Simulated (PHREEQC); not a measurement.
0.11 g of hydrous ferric oxide (600 m²/g; 0.2 weak and 0.005 strong sites per Fe, Dzombak-Morel constants, diffuse double layer) in 1 kg of water with 0.001 mol/kgw of an inert sodium salt, at 25 °C; the pH is set by adding NaOH or the inert anion's acid. O2 is buffered at 0.21 atm. No CO2 enters from the air. Nothing may precipitate in this run.

Equilibrium calculation in PHREEQC: ion-association model, wateq4f.dat.

| pH | surface charge σ (C/m²) | surface potential ψ (mV) |
|---|---|---|
| 4 | 0.118 | 210 |
| 4.67 | 0.068 | 184 |
| 5.33 | 0.037 | 154 |
| 6 | 0.019 | 119 |
| 6.67 | 0.009 | 83 |
| 7.33 | 0.004 | 45 |
| 8 | 0.000 | [?] |
| 8.67 | -0.003 | [?] |
| 9.33 | -0.007 | [?] |
| 10 | -0.015 | -107 |
| 10.67 | -0.035 | -141 |
| 11.33 | [?] | -166 |
| 12 | -0.200 | -176 |

Question: Some entries are withheld; supply them.

Answer: 
- 8, surface potential ψ (mV): 6
- 8.67, surface potential ψ (mV): -32
- 9.33, surface potential ψ (mV): -70
- 11.33, surface charge σ (C/m²): -0.085
